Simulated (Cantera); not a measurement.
Input: 1 mol HCl, 0.45 mol O2, 1.5 mol N2, held at 2525 K and 13300 Pa.

Equilibrium computed with Cantera from the NASA thermochemical tables; the gas is ideal and each condensed phase is pure. Candidate condensed phases: H2O, NH4Cl; 29 gas species. The numbers say what is thermodynamically allowed, not how fast it happens.

Base state: N2 0.475, HCl 0.169, Cl 0.151, O2 0.0923, H2O 0.0614, OH 0.0165, O 0.0136, NO 0.0124 (mole fractions); condensed: gas only.

Task: What changes in the equilibrium state with this change: HCl replaced by HF?

Result: 
```tsv
species	before	after
N2	0.475	0.495
HF	0	0.329
O2	0.0923	0.133
HCl	0.169	0
Cl	0.151	0
H2O	0.0614	0.00147
OH	0.0165	0.00280
NO	0.0124	0.0151
O	0.0136	0.0163
F	0	0.00654
Cl2	0.000229	0
ClO	0.000183	0
```

Task: What changes in the equilibrium state with this change: O2 from 0.45 to 0.03 mol?

Result: 
```csv
species,before,after
N2,0.475,0.565
HCl,0.169,0.279
Cl,0.151,0.0983
O2,0.0923,0.000217
O,0.0136,0.000660
NO,0.0124,0.000654
OH,0.0165,0.00201
H2,0.00371,0.0235
H2O,0.0614,0.0189
H,0.00468,0.0118
ClO,0.000183,5.80e-6
HOCl,1.00e-5,7.99e-7
Cl2,0.000229,9.74e-5
```
